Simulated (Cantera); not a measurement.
**Low-pressure radical oxidation in H2/O2**

A perfectly stirred reactor is fed with 17.8 % H2, 82.2 % O2, equivalence ratio 0.11, at 0.00138 atm; it is held at 1150 K, and followed from long to short residence time.

Model: GRI-Mech 3.0 (53 species, 325 reactions), integrated in Cantera. Radical loss at walls, strong at low pressure, is not modelled. The temperature is held fixed by assumption; the heat of reaction is taken as removed at once.

| τ (s) | x H2 | x O2 | x H2O2 | x HO2 | x OH |
|---|---|---|---|---|---|
| 1.0 | 0.00484 | 0.759 | 3.45e-8 | 1.03e-6 | 0.00612 |
| 0.48 | 0.00626 | 0.745 | 3.11e-8 | 1.01e-6 | 0.00683 |
| 0.23 | 0.00773 | 0.734 | 2.91e-8 | 9.77e-7 | 0.00737 |
| 0.11 | 0.00960 | 0.728 | 2.91e-8 | 9.55e-7 | 0.00786 |
| 0.055 | 0.0125 | 0.726 | 3.12e-8 | 9.41e-7 | 0.00840 |
| 0.027 | 0.0177 | 0.729 | 3.57e-8 | 9.26e-7 | 0.00913 |
| 0.013 | 0.0276 | 0.736 | 4.26e-8 | 9.01e-7 | 0.00999 |
| 0.0063 | 0.0452 | 0.747 | 4.97e-8 | 8.51e-7 | 0.0106 |
| 0.0030 | 0.0767 | 0.766 | 5.04e-8 | 7.51e-7 | 0.0100 |
x: mole fraction; the columns are a selection and need not sum to one.
